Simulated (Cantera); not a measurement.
Charge: 1 mol Ti, 50 mol H2, 0.58 mol C3H8, at 100 Torr.

These are equilibrium values from Cantera (NASA tables, ideal gas, pure condensed phases), not measurements of a reactor. Candidate condensed phases: C, C6H6, C7H8, C8H18, Ti, TiC; 77 gas species. TiC: taken at fixed stoichiometry. Equilibrium is a limit: real reactors are often held back by kinetics, nucleation or transport. All values below are at 1473 K.

Base state: H2 1.000, CH4 0.000391, H 3.46e-5 (mole fractions); condensed: C(graphite) + TiC(s).

Problem. What changes in the equilibrium state with this change: pressure from 100 Torr to 368 Torr?

Solution. 
```
species             before    after
----------------  --------  -------
H2                   1.000    0.999
CH4               0.000391  0.00143
H                  3.46e-5  1.81e-5
C(graphite), mol     0.719    0.664
TiC(s), mol           1.00     1.00
```
